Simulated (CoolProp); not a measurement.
Computed with CoolProp (reference Helmholtz-energy equation of state, Beckmüller 2019).

**Question.** Give the vapour pressure (MPa), liquid density (kg/m³), liquid cp (kJ/(kg K)), surface tension (mN/m) of saturated n-octane at 299.8, 320.4, 403.1 K.

**Answer.** 
```
T (K)  p (MPa)  liquid density (kg/m³)  liquid cp (kJ/(kg K))  surface tension (mN/m)
-----  -------  ----------------------  ---------------------  ----------------------
299.8  0.00205                     697                   2.23                    21.0
320.4  0.00591                     680                   2.31                    19.0
403.1    0.114                     607                   2.67                    11.6
```

Surface tension comes from a separate correlation (Mulero 2012).
